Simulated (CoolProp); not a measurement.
Vapour-liquid equilibrium of benzene (1) + n-nonane (2) at 26.25 °C; x and y are mole fractions of (1).

Computed with CoolProp (multi-fluid Helmholtz-energy mixture model, Thol 2012 and Lemmon 2006; pair parameters Bell 2016).

Q: Give the bubble pressure and the first vapour's composition at x = 0.05, 0.2, 0.35. Is there an azeotrope?

A: x = 0.05: 0.02064 bar, y = 0.710; x = 0.2: 0.05225 bar, y = 0.900; x = 0.35: 0.07256 bar, y = 0.937. No azeotrope shows between x = 0.05 and 0.95.

Pair parameters are fitted to limited data, so mixtures are less certain than the pure fluids. With so large a gap from Raoult's law the liquid may split in two, which this calculation doesn't test in full.
